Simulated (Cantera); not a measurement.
A freely propagating, adiabatic, planar premixed flame of CH4 : H2 : O2 : N2 = 1 : 0.95 : 2.06 : 7.22 (molar parts), equivalence ratio 1.2, unburnt at 575 K and 0.132 atm; mixture-averaged transport, grid criteria slope 0.08 and curve 0.16, no radiation.

Model: GRI-Mech 3.0 (53 species, 325 reactions), integrated in Cantera. Burning velocities carry a grid error of a few per cent, more on coarse grids.

### Question
Predict: laminar burning velocity; thermal thickness; peak x(HCN); peak x(HO2).

### Answer
```json
{
 "laminar_burning_velocity": "284 cm/s",
 "thermal_thickness": "1.61 mm",
 "peak x(HCN)": "5.06e-6",
 "peak x(HO2)": "0.000134"
}
```
